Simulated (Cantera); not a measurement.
Input: 1 mol Si2Cl6, 2 mol NH3, 51 mol N2, at 1898 K and 57000 Pa.

These are equilibrium values from Cantera (NASA tables, ideal gas, pure condensed phases), not measurements of a reactor. Candidate condensed phases: NH4Cl, Si, Si3N4; 28 gas species. The feed counts by its element totals alone. The tables' values for SiCl3, SiCl are old estimates; treat these amounts as uncertain. Rates play no part.

Base state: N2 0.897, HCl 0.0418, H2 0.0309, SiCl2 0.0281, SiCl3 0.00169, Cl 0.000186, H 0.000182, SiCl4 0.000138 (mole fractions); condensed: Si3N4(s).

Q: What changes in the equilibrium state with this change: temperature from 1898 K to 1700 K?

A: 
| species | before | after |
|---|---|---|
| N2 | 0.897 | 0.898 |
| HCl | 0.0418 | 0.0615 |
| H2 | 0.0309 | 0.0216 |
| SiCl2 | 0.0281 | 0.0132 |
| SiCl | 3.53e-5 | 1.28e-6 |
| SiCl4 | 0.000138 | 0.00167 |
| Si3N4(s), mol | 0.0898 | 0.318 |
The tables' values for SiCl3 are old estimates; treat these amounts as uncertain.

Q: What changes in the equilibrium state with this change: pressure from 57000 Pa to 1330 Pa?

A: 
```csv
species,before,after
N2,0.897,0.895
HCl,0.0418,0.0343
H2,0.0309,0.0339
SiCl2,0.0281,0.0335
Si,3.94e-6,0.000327
SiCl4,0.000138,2.37e-6
SiHCl3,3.22e-5,7.37e-7
SiN,9.49e-7,1.20e-5
SiCl,3.53e-5,0.000351
"Si3N4(s), mol",0.0898,0
```
The tables' values for SiCl, SiCl3, SiN are old estimates; treat these amounts as uncertain.

Q: What changes in the equilibrium state with this change: 0.064 mol O2 added?

A: 
```
species           before     after
--------------  --------  --------
N2                 0.897     0.896
HCl               0.0418    0.0417
H2                0.0309    0.0309
SiO                    0   0.00106
SiCl2             0.0281    0.0280
SiCl4           0.000138  0.000137
SiHCl3           3.22e-5   3.20e-5
Si3N4(s), mol     0.0898    0.0249
Si2N2O(s), mol         0    0.0664
```
Mutual solubility and eutectic melting of coexisting phases are not modelled. Further candidate phases: H2O, SiO2, Si2N2O.
